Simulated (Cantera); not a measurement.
Input: 1 mol SiH₄, 0.55 mol CH₄, 180 mol H₂, at 2473 K and 225 Torr.

Cantera equilibrium calculation (NASA polynomials, part measured and part estimated; ideal gas, pure solids and liquids). Candidate condensed phases: C, C₆H₆, C₇H₈, C₈H₁₈, Si, SiC; 87 gas species. Gases not in the tables: Si₂H₆ and higher silanes. Equilibrium is a limit: real reactors are often held back by kinetics, nucleation or transport.

Base state: H₂ 0.954, H 0.0398, Si 0.00383, C₂H₂ (acetylene) 0.00120, SiH 0.000564, SiH₂ 0.000262, Si₂C 0.000244, SiC₂ 0.000120 (mole fractions); condensed: gas only.

Task: What changes in the equilibrium state with this change: pressure from 225 Torr to 66.0 Torr?

Result: 
```
species    before    after
-------  --------  -------
H₂          0.954    0.921
H          0.0398   0.0722
Si        0.00383  0.00444
CH₄       1.55e-5  4.36e-6
SiH₂     0.000262  8.61e-5
```
